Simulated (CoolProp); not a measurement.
Saturation properties of R115 (Tc = 353.1 K, pc = 3.129 MPa, ω = 0.248).

Computed with CoolProp (reference Helmholtz-energy equation of state, Lemmon 2016).

```
T (K)  p (MPa)  liquid density (kg/m³)  vapour density (kg/m³)  enthalpy of vaporisation (kJ/kg)  liquid cp (kJ/(kg K))
-----  -------  ----------------------  ----------------------  --------------------------------  ---------------------
217.9  0.04652                    1601                   4.064                             131.2                 0.9079
224    0.06352                    1581                   5.434                             129.0                 0.9174
230.2  0.08549                    1560                   7.170                             126.8                 0.9276
236.3   0.1125                    1538                   9.273                             124.5                 0.9384
242.5   0.1463                    1516                   11.87                             122.0                 0.9501
248.6   0.1868                    1494                   14.95                             119.6                 0.9624
254.8   0.2361                    1471                   18.68                             116.9                 0.9758
260.9   0.2937                    1448                   23.03                             114.2                 0.9899
267.1   0.3626                    1423                   28.23                             111.3                  1.005
273.2   0.4416                    1398                   34.22                             108.3                  1.022
279.4   0.5343                    1372                   41.33                             105.1                  1.040
285.5   0.6390                    1346                   49.47                             101.8                  1.060
291.7   0.7602                    1317                   59.09                             98.19                  1.083
```

It boils at 233.9 K under 1 atm.
